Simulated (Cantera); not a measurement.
Charge: 1 mol PbO, 970 mol H₂, 38 mol N₂, held at 180 Torr.

Cantera equilibrium calculation (NASA polynomials, part measured and part estimated; ideal gas, pure solids and liquids). Candidate condensed phases: H₂O, Pb, PbO, PbO₂, Pb₃O₄; 27 gas species. Kinetics and transport are ignored.

log p: log10 of the partial pressure in bar; n: condensed amount in mol.

| T (K) | log p H₂ | log p N₂ | log p H | log p H₂O | log p Pb | log p NH₃ | n Pb(l) |
|---|---|---|---|---|---|---|---|
| 673 | -0.64 | -2.05 | <-12 | -3.62 | -9.51 | ___ | 1.000 |
| 773 | -0.64 | -2.04 | -12.36 | -3.62 | -7.64 | ___ | 1.000 |
| 873 | -0.64 | -2.04 | -10.65 | -3.62 | -6.20 | ___ | 0.997 |
| 973 | -0.64 | -2.04 | -9.28 | -3.62 | -5.06 | ___ | 0.963 |
| 1073 | -0.64 | -2.04 | -8.17 | -3.62 | -4.14 | ___ | 0.693 |
| 1173 | -0.64 | -2.04 | -7.25 | -3.62 | -3.62 | ___ | 0 |
| 1273 | -0.64 | -2.04 | -6.47 | -3.62 | -3.62 | ___ | 0 |
| 1373 | -0.64 | -2.04 | -5.80 | -3.62 | -3.62 | ___ | 0 |
| 1473 | -0.64 | -2.04 | -5.22 | -3.62 | -3.62 | ___ | 0 |
| 1573 | -0.64 | -2.04 | -4.71 | -3.62 | -3.62 | ___ | 0 |
| 1673 | -0.64 | -2.04 | -4.26 | -3.62 | -3.62 | ___ | 0 |
| 1773 | -0.64 | -2.04 | -3.86 | -3.62 | -3.62 | ___ | 0 |
| 1873 | -0.64 | -2.04 | -3.51 | -3.62 | -3.62 | ___ | 0 |
| 1973 | -0.64 | -2.04 | -3.19 | -3.62 | -3.62 | ___ | 0 |

Question: Complete the blanks.

Answer: 
- 673, log p NH₃: -3.85
- 773, log p NH₃: -4.38
- 873, log p NH₃: -4.80
- 973, log p NH₃: -5.13
- 1073, log p NH₃: -5.41
- 1173, log p NH₃: -5.64
- 1273, log p NH₃: -5.84
- 1373, log p NH₃: -6.00
- 1473, log p NH₃: -6.15
- 1573, log p NH₃: -6.28
- 1673, log p NH₃: -6.39
- 1773, log p NH₃: -6.49
- 1873, log p NH₃: -6.58
- 1973, log p NH₃: -6.66
